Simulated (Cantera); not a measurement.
Charge: 1 mol Si2H6, 3.1 mol O2, 10 mol H2, equilibrated at 825 K and 90.0 mbar.

Equilibrium computed with Cantera from the NASA thermochemical tables; the gas is ideal and each condensed phase is pure. Candidate condensed phases: H2O, Si, SiO2; 18 gas species. The feed counts by its element totals alone. Rates play no part.

Problem. What is the equilibrium state?

Solution. 
* **x(H2)**: 0.831
* **x(H2O)**: 0.169
* **n(SiO2(α-quartz))**: 2.00 mol
* **gas amount**: 13.00 mol
* **log10 activity of Si(s) (absent)**: -21.20
